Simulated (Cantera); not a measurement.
Feed: 1 mol TiCl4, 19 mol H2, a varied amount of CH4, held at 75.0 Torr.

These are equilibrium values from Cantera (NASA tables, ideal gas, pure condensed phases), not measurements of a reactor. Candidate condensed phases: C, C6H6, C7H8, C8H18, Ti, TiC, TiCl2, TiCl3, TiCl4; 96 gas species. The tables' values for TiCl2 are old estimates. TiC: taken at fixed stoichiometry. Rates play no part.

Stable condensed phases, one row left out:

```
T in °C \ n(CH4) in mol
         0.23 0.32 0.45 0.64 0.91  1.3  1.8  2.6
   1727     A    A    A    A    A    B    B    B
   1627     A    A    A    A    A    B    B    B
   1527     A    A    A    A    A    B    B    B
   1427     A    A    A    A    A    B    B    B
   1327     A    A    A    A    A    B    B    B
   1227     A    A    A    A    A    B    B    B
   1127     A    A    A    A    A    B    B    B
    927     A    A    A    A    B    B    B    B
    827     A    A    A    A    B    B    B    B
    727     A    A    A    B    B    B    B    B
```

A: TiC; B: C + TiC.

Task: Give the row for 1027 °C.

Result: 0.23: TiC; 0.32: TiC; 0.45: TiC; 0.64: TiC; 0.91: TiC; 1.3: C + TiC; 1.8: C + TiC; 2.6: C + TiC.
